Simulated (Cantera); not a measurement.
Input: 1 mol Si₃N₄, 3.7 mol N₂, at 1375 °C.

Method: chemical equilibrium by Gibbs-energy minimisation in Cantera with the NASA 1993 tables (ideal gas, pure condensed phases). Candidate condensed phases: Si, Si₃N₄; 7 gas species. Rates play no part.

Q: Which condensed phases are stable at each of these points (P (Pa)): 1, 5.60, 32, 180, 1000, 5600, 32000, 180000, 1000000?

A: 
```csv
P (Pa),condensed phases,Si condensed (%)
1,Si(s),94.9
5.60,Si(s),99.1
32,Si(s),99.8
180,Si₃N₄(s),100.0
1000,Si₃N₄(s),100.0
5600,Si₃N₄(s),100.0
32000,Si₃N₄(s),100.0
180000,Si₃N₄(s),100.0
1000000,Si₃N₄(s),100.0
```

From 0.00750 Torr to 0.240 Torr the condensed part is Si(s). From 1.35 Torr to 7500 Torr the condensed part is Si₃N₄(s).
